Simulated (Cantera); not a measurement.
An adiabatic, constant-volume homogeneous reactor starts with CH₄ : CO : O₂ : N₂ = 1 : 0.42 : 5.26 : 19.8 (molar parts), equivalence ratio 0.42, at 1498 K and 18.0 bar. Integrator tolerance rtol = 1e-08.

Detailed kinetics in Cantera: GRI-Mech 3.0 (53 species, 325 reactions). The pressure lies above the range GRI-Mech 3.0 was tuned for (to about 10 atm).

```json
[
 {"quantity": "time of steepest temperature rise", "before": "83.3 µs", "after": "0.830 ms"},
 {"quantity": "temperature at 0.500 s", "before": "2549 K", "after": "2486 K"},
 {"quantity": "equilibrium temperature", "before": "2549 K", "after": "2486 K"},
 {"quantity": "x(CH₄) at 0.500 s", "before": "<1e-12 (gas-phase equilibrium <1e-12)", "after": "<1e-12 (gas-phase equilibrium <1e-12)"},
 {"quantity": "x(CO) at 0.500 s", "before": "0.00140 (gas-phase equilibrium 0.00140)", "after": "0.00404 (gas-phase equilibrium 0.00404)"},
 {"quantity": "x(O₂) at 0.500 s", "before": "0.106 (gas-phase equilibrium 0.106)", "after": "0.106 (gas-phase equilibrium 0.106)"},
 {"quantity": "x(C₂H₆) at 0.500 s", "before": "<1e-12 (gas-phase equilibrium <1e-12)", "after": "<1e-12 (gas-phase equilibrium <1e-12)"},
 {"quantity": "x(CH₃) at 0.500 s", "before": "<1e-12 (gas-phase equilibrium <1e-12)", "after": "<1e-12 (gas-phase equilibrium <1e-12)"},
 {"quantity": "x(C₂H) at 0.500 s", "before": "<1e-12 (gas-phase equilibrium <1e-12)", "after": "<1e-12 (gas-phase equilibrium <1e-12)"},
 {"quantity": "x(NO₂) at 0.500 s", "before": "5.74e-5 (gas-phase equilibrium 5.74e-5)", "after": "1.29e-5 (gas-phase equilibrium 1.29e-5)"}
]
```

Task: What was changed between the two runs?
(A) pressure from 18.0 bar to 0.470 bar
(B) initial temperature 1498 to 1375 K
(C) pressure from 18.0 bar to 1.01 bar
(D) pressure from 18.0 bar to 10.0 bar

Result: C, pressure from 18.0 bar to 1.01 bar
